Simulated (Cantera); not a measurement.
A closed system holds: 1 mol Cu2O, 790 mol H2, equilibrated at 12.0 Pa.

Cantera equilibrium calculation (NASA polynomials, part measured and part estimated; ideal gas, pure solids and liquids). Candidate condensed phases: Cu, CuO, Cu(OH)2, Cu2O, H2O; 12 gas species. Equilibrium is a limit: real reactors are often held back by kinetics, nucleation or transport.

Task: What share of the Cu ends up in condensed phases as a function of T (K), at 800, 1000, 1200, 1400, 1600, 1800, 2000?

Result: 
```
T (K)  Cu condensed (%)     as
-----  ----------------  -----
800               100.0  Cu(s)
1000              100.0  Cu(s)
1200               96.0  Cu(s)
1400                0.0      -
1600                0.0      -
1800                0.0      -
2000                0.0      -
```
